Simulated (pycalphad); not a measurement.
An equivalent pycalphad script:

```python
from pycalphad import Database, equilibrium, calculate, variables as v
import numpy as np
db = Database('COST507.tdb')
comps = ['TI', 'HF', 'B', 'VA']
phases = ['B2M', 'B2TI', 'B4M3', 'B4TI3', 'BCC_A2', 'BETA_RHOMBO_B', 'BM', 'BTI', 'HCP_A3', 'LIQUID']
eq = equilibrium(db, comps, phases, {v.X('HF'): 0.0165, v.X('B'): 0.0704, v.T: np.arange(2850, 499, -75), v.P: 101325, v.N: 1}, output=['HM', 'SM'])
```

Computed with pycalphad from the COST 507 light-alloy database (1999), at 1 atm. The data set is of 1999 and partly superseded. Amounts are mole fractions of atoms. Diffusion is slow at the low end, where real alloys seldom reach equilibrium.

Results at three of the temperatures:

```
T = 2625.00 K, P = 101325 Pa, N = 1 mol of atoms
G = -202303 J/mol, H = 93194 J/mol, S = 112.57 J/(mol K)  (SER reference)
chemical potentials (J/mol): Ti -194393, Hf -321146, B -277055
phase             fraction      x(Ti)      x(Hf)       x(B)
LIQUID              1.0000     0.9131     0.0165     0.0704
```

```
T = 2250.00 K, P = 101325 Pa, N = 1 mol of atoms
G = -161363 J/mol, H = 76243 J/mol, S = 105.60 J/(mol K)  (SER reference)
chemical potentials (J/mol): Ti -153321, Hf -262620, B -241929
phase             fraction      x(Ti)      x(Hf)       x(B)
LIQUID              1.0000     0.9131     0.0165     0.0704
```

```
T = 1500.00 K, P = 101325 Pa, N = 1 mol of atoms
G = -91375 J/mol, H = 27919 J/mol, S = 79.53 J/(mol K)  (SER reference)
chemical potentials (J/mol): Ti -82470, Hf -154613, B -192050
phase             fraction      x(Ti)      x(Hf)       x(B)
BCC_A2              0.8623     0.9793     0.0189     0.0018
BM                  0.1377     0.4985     0.0015     0.5000
```

Changes of the phase set, refined by bisection:

| T (°C) | phases above | phases below |
|---|---|---|
| 1546 ± 1 | LIQUID | BM + LIQUID |
| 1541.1 | BM + LIQUID | BCC_A2 + BM |
| 869.4 | BCC_A2 + BM | BCC_A2 + BM + HCP_A3 |
| 865.2 | BCC_A2 + BM + HCP_A3 | BM + HCP_A3 |

Database names, with the compositions (at.%) that they take in these runs: BM: Ti 50 B 50. BCC_A2 is bcc; HCP_A3 is hcp.
